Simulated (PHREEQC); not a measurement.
Dissolve 0.0034 mol/kgw NH4HF2, 0.0051 mol/kgw NaBF4 and 0.00073 mol/kgw H3BO3 at 76 °C. Closed to the air; pH follows from the charge balance.

Computed with PHREEQC (ion-association model, wateq4f.dat).

This is a speciation only: nothing precipitates in the calculation.

Problem. Order these B species by the share of B that they hold, largest first: BF4-, BF2(OH)2-, H3BO3, BF3OH-.

Solution. BF4- (56 %), H3BO3 (24 %), BF2(OH)2- (11 %), BF3OH- (8.9 %)

Problem. Order these F species by the share of F that they hold, largest first: BF2(OH)2-, F-, BF4-, BF3OH-, HF.

Solution. BF4- (48 %), HF (24 %), F- (16 %), BF3OH- (5.7 %), BF2(OH)2- (4.7 %)

The pH is 3.38 and the ionic strength 0.00894 mol/kgw. Species that the database lacks are ignored. Constants without temperature data keep their 25 °C values here. Real BF4- forms and hydrolyses slowly; the run takes it at equilibrium.
